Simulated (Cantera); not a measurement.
An adiabatic, constant-volume homogeneous reactor starts with CH4 : CO : O2 : N2 : H2O = 1 : 0.42 : 1.3 : 3.89 : 0.46 (molar parts), equivalence ratio 1.7, at 1275 K and 760 Torr.

Cantera simulation using GRI-Mech 3.0 (53 species, 325 reactions); the numbers are that mechanism's predictions, not measurements.

Task: Predict: time of steepest temperature rise; temperature at 8.00 s; equilibrium temperature; x(CO) at 8.00 s; x(O2) at 8.00 s; x(HO2) at 8.00 s; x(NO) at 8.00 s.

Result: 
| Property | Result |
|---|---|
| time of steepest temperature rise | 25.2 ms |
| temperature at 8.00 s | 2801 K |
| equilibrium temperature | 2801 K |
| x(CO) at 8.00 s | 0.137 (gas-phase equilibrium 0.137) |
| x(O2) at 8.00 s | 0.000904 (gas-phase equilibrium 0.000904) |
| x(HO2) at 8.00 s | 8.67e-7 (gas-phase equilibrium 8.67e-7) |
| x(NO) at 8.00 s | 0.00192 (gas-phase equilibrium 0.00192) |
